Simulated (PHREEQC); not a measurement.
1 kg of water holding 0.0038 mol/kgw K2CO3, 0.017 mol/kgw K2SO4 and 0.021 mol/kgw KHCO3 is evaporated at 20 °C; the solids stay in contact with the brine. CO2 from the air is kept out. The run lets Arcanite, Kalicinite, Misenite precipitate or redissolve, and no other solid.

All values are PHREEQC results (Pitzer model, pitzer.dat), not measurements.

| water left (kg) | ionic strength | water activity | Arcanite (mol) | Kalicinite (mol) | C in solution (mol/kgw) |
|---|---|---|---|---|---|
| 1 | 0.0834 | 0.998 | 0 | 0 | 0.0248 |
| 0.6755 | 0.123 | 0.998 | 0 | 0 | 0.0367 |
| 0.4563 | 0.183 | … | 0 | 0 | 0.0543 |
| 0.2533 | 0.329 | 0.994 | 0 | 0 | 0.0979 |
| 0.1711 | … | 0.991 | 0 | 0 | 0.145 |
| 0.1156 | 0.722 | 0.987 | 0 | 0 | 0.215 |
| 0.06418 | 1.30 | 0.978 | 0 | 0 | 0.386 |
| 0.04335 | 1.92 | 0.968 | 0 | 0 | … |
| 0.0293 | 2.17 | 0.961 | 0.00659 | 0 | 0.846 |
| 0.01979 | 2.52 | … | 0.0112 | 0 | 1.25 |
| 0.01337 | 3.14 | 0.936 | 0.0138 | 0 | … |
| 0.007427 | 4.89 | 0.899 | 0.0157 | 0 | 3.34 |
| 0.005013 | 6.35 | 0.875 | 0.0163 | 0.00281 | 4.39 |

What belongs in the gaps?


- 0.4563, water activity: 0.996
- 0.1711, ionic strength: 0.487
- 0.04335, C in solution (mol/kgw): 0.572
- 0.01979, water activity: 0.951
- 0.01337, C in solution (mol/kgw): 1.85
